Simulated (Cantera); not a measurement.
Charge: 1 mol SiCl4, 3 mol NH3, 4 mol N2, held at 773.15 K and 0.110 bar.

Equilibrium computed with Cantera from the NASA thermochemical tables; the gas is ideal and each condensed phase is pure. Candidate condensed phases: NH4Cl, Si, Si3N4; 28 gas species. The numbers say what is thermodynamically allowed, not how fast it happens.

Base state: N2 0.451, H2 0.284, HCl 0.234, SiCl4 0.0307, NH3 4.43e-5, SiHCl3 2.35e-5 (mole fractions); condensed: Si3N4(s).

Q: What changes in the equilibrium state with this change: SiCl4 replaced by SiH2Cl2?

A: 
| species | before | after |
|---|---|---|
| N2 | 0.451 | 0.429 |
| H2 | 0.284 | 0.405 |
| HCl | 0.234 | 0.162 |
| SiCl4 | 0.0307 | 0.00363 |
| SiHCl3 | 2.35e-5 | 5.71e-6 |
| NH3 | 4.43e-5 | 7.34e-5 |
| Si3N4(s), mol | 0.218 | 0.320 |

Q: What changes in the equilibrium state with this change: temperature from 773.15 K to 1973.15 K?

A: 
```
species        before     after
-------------  ------  --------
N2              0.451     0.458
H2              0.284     0.292
HCl             0.234     0.164
SiCl2           <1e-9    0.0806
SiCl4          0.0307   6.27e-5
H               <1e-9   0.00220
Cl              <1e-9  0.000925
Si3N4(s), mol   0.218         0
```
The tables' values for SiCl3, SiCl are old estimates; treat these amounts as uncertain.

Q: What changes in the equilibrium state with this change: temperature from 773.15 K to 1675 K?

A: 
```tsv
species	before	after
N2	0.451	0.450
H2	0.284	0.274
HCl	0.234	0.220
SiCl2	<1e-9	0.0480
SiCl4	0.0307	0.00161
H	<1e-9	0.000183
SiCl3	5.26e-8	0.00609
Cl	<1e-9	0.000115
SiH2Cl2	1.39e-9	1.41e-5
NH3	4.43e-5	4.09e-7
Si3N4(s), mol	0.218	0.115
```
The tables' values for SiCl3 are old estimates; treat these amounts as uncertain.
